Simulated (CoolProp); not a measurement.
Values from CoolProp's reference Helmholtz-energy equation of state, Schmidt 1985.

Q: Give the vapour pressure (MPa), liquid density (kg/m³), vapour density (kg/m³), surface tension (mN/m) of saturated oxygen at -155.55 °C.

A: 
| T (°C) | p (MPa) | liquid density (kg/m³) | vapour density (kg/m³) | surface tension (mN/m) |
|---|---|---|---|---|
| -155.55 | 0.887 | 989 | 34.2 | 6.66 |

Surface tension comes from a separate correlation (Mulero 2012).
